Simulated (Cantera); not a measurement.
Charge: 1 mol SiH₄, 5.9 mol O₂, 40 mol H₂, held at 27000 Pa.

Cantera equilibrium calculation (NASA polynomials, part measured and part estimated; ideal gas, pure solids and liquids). Candidate condensed phases: H₂O, Si, SiO₂; 18 gas species. The tables hold silica as quartz up to 1696 K and as liquid above; real silica turns to tridymite and cristobalite and melts near 1996 K. Gases not in the tables: Si(OH)₄. Rates play no part.

### Question
Which condensed phases are stable at each of these points (T (°C)): 375, 475, 575, 675, 775, 875, 975, 1075, 1175, 1275, 1375, 1475?

### Answer
| T (°C) | condensed phases | Si condensed (%) |
|---|---|---|
| 375 | SiO₂(α-quartz) | 100.0 |
| 475 | SiO₂(α-quartz) | 100.0 |
| 575 | SiO₂(β-quartz) | 100.0 |
| 675 | SiO₂(β-quartz) | 100.0 |
| 775 | SiO₂(β-quartz) | 100.0 |
| 875 | SiO₂(β-quartz) | 100.0 |
| 975 | SiO₂(β-quartz) | 100.0 |
| 1075 | SiO₂(β-quartz) | 100.0 |
| 1175 | SiO₂(β-quartz) | 100.0 |
| 1275 | SiO₂(β-quartz) | 100.0 |
| 1375 | SiO₂(β-quartz) | 100.0 |
| 1475 | SiO₂(condensed) | 100.0 |

From 375 °C to 475 °C the condensed part is SiO₂(α-quartz). From 575 °C to 1375 °C the condensed part is SiO₂(β-quartz). At 1475 °C the condensed part is SiO₂(condensed).
